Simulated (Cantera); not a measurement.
An isothermal, constant-pressure homogeneous reactor starts with 1.53 % H2, 84.9 % O2, 13.6 % N2, at 1325 K and 0.0130 bar.

Computed with Cantera and GRI-Mech 3.0 (53 species, 325 reactions). Radical loss at walls, strong at low pressure, is not modelled.

One state of this run: x H2 = 5.81e-5; x O2 = 0.841; x NO = 3.69e-8; x H2O = 0.0145; x N2O = 3.86e-9. x: mole fraction; the columns are a selection and need not sum to one.

Question: Which value of t (s) does it belong to?
A) 0.0185
B) 0.00216
C) 0.159
D) 8.58e-5

Answer: C, 0.159
